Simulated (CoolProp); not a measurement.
Computed with CoolProp (reference Helmholtz-energy equation of state, Thol 2019).

### Question
Give the vapour pressure (MPa), vapour density (kg/m³), enthalpy of vaporisation (kJ/kg), surface tension (mN/m) of saturated dodecamethylpentasiloxane (MD3M) at 350.7 K.

### Answer
| T (K) | p (MPa) | vapour density (kg/m³) | enthalpy of vaporisation (kJ/kg) | surface tension (mN/m) |
|---|---|---|---|---|
| 350.7 | 0.000335 | 0.0443 | 160 | 14.3 |

Surface tension comes from a separate correlation (Mulero 2014), older than this fluid's equation and unchecked against measurements.
